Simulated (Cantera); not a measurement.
Mixture: CH4 : O2 : N2 = 1 : 2.6 : 9.77 (molar parts), equivalence ratio 0.77, at 1.30 bar, adiabatic and at constant pressure. Ignition delay is the time to a rise of 400 K.

Detailed kinetics in Cantera: GRI-Mech 3.0 (53 species, 325 reactions).

Task: What does this change do: constant volume in place of constant pressure?

Result: 
```
quantity                                                before       after
--------------------------------------------------  ----------  ----------
delay at 1175 K                                        45.5 ms     43.8 ms
delay at 1325 K                                        6.08 ms     5.80 ms
delay at 1475 K                                        1.12 ms     1.06 ms
delay at 1625 K                                       0.289 ms    0.274 ms
delay at 1775 K                                       0.101 ms     95.1 µs
apparent activation energy between 1625 and 1775 K  170 kJ/mol  170 kJ/mol
```
